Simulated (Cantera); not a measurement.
Charge: 1 mol Mg(OH)₂, 0.024 mol H₂, 0.22 mol H₂O, held at 1.00 Torr.

Method: chemical equilibrium by Gibbs-energy minimisation in Cantera with the NASA 1993 tables (ideal gas, pure condensed phases). Candidate condensed phases: H₂O, Mg, MgO, Mg(OH)₂; 15 gas species. Rates play no part.

log p: log10 of the partial pressure in bar; n: condensed amount in mol.

```tsv
T (K)	log p H₂O	log p H₂	log p OH	log p O₂	log p H	log p O	log p Mg	n MgO(s)
1198	-2.88	-4.59	-9.41	-12.42	-9.02	(withheld)	<-14	1.00
1298	-2.88	-4.59	-8.45	-10.74	-8.26	(withheld)	-13.34	1.00
1398	-2.88	-4.59	-7.62	-9.30	-7.62	(withheld)	-11.94	1.00
1498	-2.88	-4.59	-6.90	-8.06	-7.06	(withheld)	-10.73	1.00
1598	-2.88	-4.58	-6.28	-6.98	-6.57	(withheld)	-9.67	1.000
1698	-2.89	-4.55	-5.74	-6.08	-6.12	(withheld)	-8.71	1.000
1798	-2.89	-4.46	-5.30	-5.42	-5.68	(withheld)	-7.79	1.000
1898	-2.90	-4.30	-4.94	-4.98	-5.26	(withheld)	-6.89	1.000
```

Problem. Fill in the missing entries.

Solution. 
- 1198, log p O: -13.83
- 1298, log p O: -12.14
- 1398, log p O: -10.69
- 1498, log p O: -9.43
- 1598, log p O: -8.34
- 1698, log p O: -7.40
- 1798, log p O: -6.63
- 1898, log p O: -6.02
